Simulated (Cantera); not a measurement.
Input: 1 mol Si(CH3)4, 0.51 mol C3H8, 7.3 mol H2, held at 133 Pa.

These are equilibrium values from Cantera (NASA tables, ideal gas, pure condensed phases), not measurements of a reactor. Candidate condensed phases: C, C6H6, C7H8, C8H18, Si, SiC; 87 gas species. Equilibrium is a limit: real reactors are often held back by kinetics, nucleation or transport. All values below are at 2423 K.

Base state: H2 0.577, H 0.369, Si 0.0403, SiC2 0.00830, C2H2 (acetylene) 0.00446, Si2C 0.000484, SiH 0.000333, C2H 0.000173 (mole fractions); condensed: C(graphite).

What changes in the equilibrium state with this change: H2 from 7.3 to 940 mol?


| species | before | after |
|---|---|---|
| H2 | 0.577 | 0.616 |
| H | 0.369 | 0.381 |
| C2H2 (acetylene) | 0.00446 | 0.00213 |
| Si | 0.0403 | 0.000774 |
| Si2C | 0.000484 | 1.20e-7 |
| Si2 | 1.96e-5 | 7.24e-9 |
| SiC2 | 0.00830 | 7.14e-5 |
| C(graphite), mol | 4.99 | 0 |
